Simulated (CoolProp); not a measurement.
Vapour-liquid equilibrium of isobutene (1) + n-octane (2) at 1.2 bar; x and y are mole fractions of (1).

The numbers come from the multi-fluid Helmholtz-energy mixture model, Lemmon 2005 and Beckmüller 2019; pair parameters Bell 2016 in CoolProp.

```json
[
 {"x": "0.05", "bubble temperature (K)": "373.6", "y at the bubble point": "0.608", "dew temperature at overall composition x (K)": "403.1", "liquid density (mol/L)": "5.678"},
 {"x": "0.2", "bubble temperature (K)": "324.0", "y at the bubble point": "0.949", "dew temperature at overall composition x (K)": "?", "liquid density (mol/L)": "6.516"},
 {"x": "0.35", "bubble temperature (K)": "303.5", "y at the bubble point": "0.985", "dew temperature at overall composition x (K)": "389.7", "liquid density (mol/L)": "7.218"},
 {"x": "0.5", "bubble temperature (K)": "291.4", "y at the bubble point": "0.994", "dew temperature at overall composition x (K)": "381.1", "liquid density (mol/L)": "7.947"},
 {"x": "0.65", "bubble temperature (K)": "283.1", "y at the bubble point": "0.997", "dew temperature at overall composition x (K)": "?", "liquid density (mol/L)": "?"},
 {"x": "0.8", "bubble temperature (K)": "?", "y at the bubble point": "?", "dew temperature at overall composition x (K)": "?", "liquid density (mol/L)": "9.660"},
 {"x": "0.95", "bubble temperature (K)": "?", "y at the bubble point": "?", "dew temperature at overall composition x (K)": "323.6", "liquid density (mol/L)": "10.70"}
]
```

Q: Some entries are withheld; supply them.

A: 
- 0.2, dew temperature at overall composition x (K): 396.8
- 0.65, dew temperature at overall composition x (K): 370.3
- 0.65, liquid density (mol/L): 8.751
- 0.8, bubble temperature (K): 276.9
- 0.8, y at the bubble point: 0.999
- 0.8, dew temperature at overall composition x (K): 354.9
- 0.95, bubble temperature (K): 272.0
- 0.95, y at the bubble point: 1.000

No azeotrope shows between x = 0.05 and 0.95.

The pair parameters rest on a limited set of measurements; away from them the model extrapolates.
